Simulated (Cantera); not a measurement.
# Ignition delay

Mixture: CH4 : O2 : N2 = 1 : 4.76 : 17.9 (molar parts), equivalence ratio 0.42, at 13500 Torr, adiabatic and at constant volume. Ignition delay is the time to a rise of 400 K.

Detailed kinetics in Cantera: GRI-Mech 3.0 (53 species, 325 reactions). The pressure lies above the range GRI-Mech 3.0 was tuned for (to about 10 atm).

| T0 (K) | delay (ms) |
|---|---|
| 1100 | 7.19 |
| 1150 | 3.50 |
| 1200 | 1.81 |
| 1250 | 0.988 |
| 1300 | 0.562 |
| 1350 | 0.331 |
| 1400 | 0.201 |
| 1450 | 0.126 |
| 1500 | 0.0806 |

| Property | Result |
|---|---|
| apparent activation energy between 1400 and 1500 K | 160 kJ/mol |
